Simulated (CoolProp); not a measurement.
Vapour-liquid equilibrium of propylene (1) + R152A (2) at 1.16 MPa; x and y are mole fractions of (1).

Computed with CoolProp (multi-fluid Helmholtz-energy mixture model, Lemmon 2013 and Outcalt 1996; pair parameters Bell 2016).

### Question
Give the bubble temperature and the first vapour's composition at x = 0.125, 0.875, 0.95. Is there an azeotrope?

### Answer
x = 0.125: 314.3 K, y = 0.253; x = 0.875: 297.8 K, y = 0.876; x = 0.95: 297.9 K, y = 0.945. y crosses x between x = 0.875 and 0.95: the model has an azeotrope there.

Pair parameters are fitted to limited data, so mixtures are less certain than the pure fluids.
